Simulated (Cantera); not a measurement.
**Thermodynamics of thermal oxidation and active oxidation of silicon, feed Si + O2 + H2**

Charge: 1 mol Si, 0.076 mol O2, 15 mol H2, held at 1100 °C and 2.50 bar.

Equilibrium computed with Cantera from the NASA thermochemical tables; the gas is ideal and each condensed phase is pure. Candidate condensed phases: H2O, Si, SiO2; 18 gas species. Mutual solubility and eutectic melting of coexisting phases are not modelled. The tables hold silica as quartz up to 1696 K and as liquid above; real silica turns to tridymite and cristobalite and melts near 1996 K. Equilibrium is a limit: real reactors are often held back by kinetics, nucleation or transport.

```
Quantity                Value
-----------------  ----------
x(H2)                   1.000
x(SiO)                1.65e-5
x(SiH4)               2.16e-6
x(H)                  2.11e-6
n(Si(s))            0.924 mol
n(SiO2(β-quartz))  0.0759 mol
gas amount          15.00 mol
```
